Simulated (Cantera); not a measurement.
Cantera with NASA thermochemical tables; ideal gases at 1 bar, condensed phases pure. Values are per mole of reaction as written; species without (g) are pure solids or liquids, kept so even where they would boil at 1 bar. FeO: taken at fixed stoichiometry.

Q: Between 1098 and 1198 K, where is each reaction favourable under standard conditions?
- CO(g) + Fe₂O₃ = CO₂(g) + 2 FeO

A: 
- CO(g) + Fe₂O₃ = CO₂(g) + 2 FeO: ΔG° is -51 kJ at 1098 K and -54 kJ at 1198 K; it stays negative (K > 1). ΔH° is -14 kJ and ΔS° 34 J/K at 1198 K.
